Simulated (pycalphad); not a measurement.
## Effect of Ti content in Si-Ti

Computed with pycalphad from the COST 507 light-alloy database (1999), at 1 atm. The data set is of 1999 and partly superseded. Amounts are mole fractions of atoms.

```json
[
 {"alloy": "Si-0.2214Ti (wt.%)", "liquidus (°C)": "1413", "first solid": "DIAMOND_A4", "solidus (°C)": "1331", "phases at 827 °C": "DIAMOND_A4 1.00, SI2TI under 0.01"},
 {"alloy": "Si-0.4253Ti (wt.%)", "liquidus (°C)": "1413", "first solid": "DIAMOND_A4", "solidus (°C)": "1331", "phases at 827 °C": "DIAMOND_A4 0.99, SI2TI 0.01"},
 {"alloy": "Si-0.8492Ti (wt.%)", "liquidus (°C)": "1412", "first solid": "DIAMOND_A4", "solidus (°C)": "1331", "phases at 827 °C": "DIAMOND_A4 0.99, SI2TI 0.01"},
 {"alloy": "Si-1.692Ti (wt.%)", "liquidus (°C)": "1410", "first solid": "DIAMOND_A4", "solidus (°C)": "1331", "phases at 827 °C": "DIAMOND_A4 0.97, SI2TI 0.03"},
 {"alloy": "Si-2.53Ti (wt.%)", "liquidus (°C)": "1408", "first solid": "DIAMOND_A4", "solidus (°C)": "1331", "phases at 827 °C": "DIAMOND_A4 0.96, SI2TI 0.04"}
]
```

Database names, with the compositions (at.%) that they take in these runs: SI2TI: Si 67 Ti 33. DIAMOND_A4 is diamond (Si).
